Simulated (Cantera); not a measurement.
# Moist CO burnout

An isothermal, constant-pressure homogeneous reactor starts with 0.321 % CO, 6.23 % O2, 1.83 % H2O, 91.6 % N2, equivalence ratio 0.026, at 1150 K and 0.830 bar.

Computed with Cantera and GRI-Mech 3.0 (53 species, 325 reactions).

| t (s) | x CO | x O2 | x H2O | x H2O2 | x HO2 | x H2 | x NO2 |
|---|---|---|---|---|---|---|---|
| 2.00e-5 | 0.00321 | 0.0623 | 0.0183 | <1e-12 | 2.18e-12 | <1e-12 | <1e-12 |
| 0.000100 | 0.00321 | 0.0623 | 0.0183 | <1e-12 | 1.40e-11 | <1e-12 | <1e-12 |
| 0.000503 | 0.00321 | 0.0623 | 0.0183 | <1e-12 | 4.08e-10 | 2.99e-11 | <1e-12 |
| 0.00252 | 0.00321 | 0.0623 | 0.0183 | 2.15e-10 | 2.15e-7 | 1.97e-8 | <1e-12 |
| 0.0126 | 0.00128 | 0.0614 | 0.0183 | 2.54e-7 | 4.05e-6 | 1.11e-5 | 4.91e-11 |
| 0.0633 | 9.24e-5 | 0.0608 | 0.0183 | 3.73e-8 | 5.28e-7 | 6.53e-7 | 2.08e-10 |
| 0.317 | 2.79e-6 | 0.0608 | 0.0184 | 2.46e-9 | 2.22e-8 | 2.24e-8 | 1.26e-10 |
| 1.59 | 4.11e-8 | 0.0608 | 0.0184 | 1.90e-10 | 1.59e-9 | 1.07e-9 | 3.86e-11 |
| 7.98 | 8.89e-11 | 0.0608 | 0.0184 | 6.98e-11 | 1.20e-9 | 3.83e-10 | 4.61e-11 |
| 40.0 | 7.38e-11 | 0.0608 | 0.0184 | 6.23e-11 | 1.21e-9 | 3.55e-10 | 4.97e-11 |
x: mole fraction; the columns are a selection and need not sum to one.

Equilibrium at this temperature and pressure: CO 7.35e-11, O2 0.0608, H2O 0.0184, H2O2 6.19e-11, HO2 1.21e-9, H2 3.53e-10, NO2 8.13e-7 (gas phase only).
